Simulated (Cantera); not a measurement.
An isothermal, constant-pressure homogeneous reactor starts with H2 : O2 : N2 = 1.5 : 1 : 6.5 (molar parts), equivalence ratio 0.75, at 1375 K and 0.132 atm.

Model: the H2/O2 subset of GRI-Mech 3.0, which has no nitrogen chemistry, integrated in Cantera. The temperature is held fixed by assumption; the heat of reaction is taken as removed at once.

x: mole fraction; the columns are a selection and need not sum to one.

```json
[
 {"t (s)": "0.000400", "x H2": "0.0219", "x O2": "0.0454", "x H2O2": "(withheld)", "x O": "0.0184", "x H": "0.0683", "x HO2": "4.09e-6"},
 {"t (s)": "0.000903", "x H2": "0.0192", "x O2": "0.0421", "x H2O2": "5.42e-7", "x O": "0.0129", "x H": "0.0465", "x HO2": "4.09e-6"},
 {"t (s)": "0.00204", "x H2": "0.0134", "x O2": "0.0371", "x H2O2": "(withheld)", "x O": "0.00674", "x H": "0.0216", "x HO2": "3.90e-6"},
 {"t (s)": "0.00460", "x H2": "0.00629", "x O2": "0.0326", "x H2O2": "(withheld)", "x O": "0.00246", "x H": "0.00574", "x HO2": "3.44e-6"},
 {"t (s)": "0.0104", "x H2": "0.00177", "x O2": "0.0306", "x H2O2": "(withheld)", "x O": "0.000614", "x H": "0.000780", "x HO2": "2.53e-6"},
 {"t (s)": "0.0234", "x H2": "0.000347", "x O2": "0.0303", "x H2O2": "(withheld)", "x O": "0.000116", "x H": "6.55e-5", "x HO2": "1.11e-6"},
 {"t (s)": "0.0529", "x H2": "6.82e-5", "x O2": "0.0303", "x H2O2": "(withheld)", "x O": "2.29e-5", "x H": "5.75e-6", "x HO2": "3.09e-7"},
 {"t (s)": "0.119", "x H2": "1.69e-5", "x O2": "0.0303", "x H2O2": "(withheld)", "x O": "5.77e-6", "x H": "7.22e-7", "x HO2": "8.74e-8"},
 {"t (s)": "0.270", "x H2": "5.31e-6", "x O2": "0.0303", "x H2O2": "(withheld)", "x O": "1.84e-6", "x H": "1.29e-7", "x HO2": "3.16e-8"},
 {"t (s)": "0.609", "x H2": "2.07e-6", "x O2": "0.0303", "x H2O2": "(withheld)", "x O": "7.20e-7", "x H": "3.17e-8", "x HO2": "1.72e-8"},
 {"t (s)": "1.37", "x H2": "1.10e-6", "x O2": "0.0303", "x H2O2": "(withheld)", "x O": "3.81e-7", "x H": "1.23e-8", "x HO2": "1.43e-8"},
 {"t (s)": "3.10", "x H2": "8.91e-7", "x O2": "0.0303", "x H2O2": "1.10e-9", "x O": "3.09e-7", "x H": "9.03e-9", "x HO2": "1.40e-8"},
 {"t (s)": "7.00", "x H2": "8.81e-7", "x O2": "0.0303", "x H2O2": "1.09e-9", "x O": "3.05e-7", "x H": "8.87e-9", "x HO2": "1.40e-8"}
]
```

Fill in the missing entries.


- 0.000400, x H2O2: 4.82e-7
- 0.00204, x H2O2: 5.89e-7
- 0.00460, x H2O2: 5.22e-7
- 0.0104, x H2O2: 3.13e-7
- 0.0234, x H2O2: 1.25e-7
- 0.0529, x H2O2: 4.16e-8
- 0.119, x H2O2: 1.41e-8
- 0.270, x H2O2: 5.32e-9
- 0.609, x H2O2: 2.32e-9
- 1.37, x H2O2: 1.32e-9
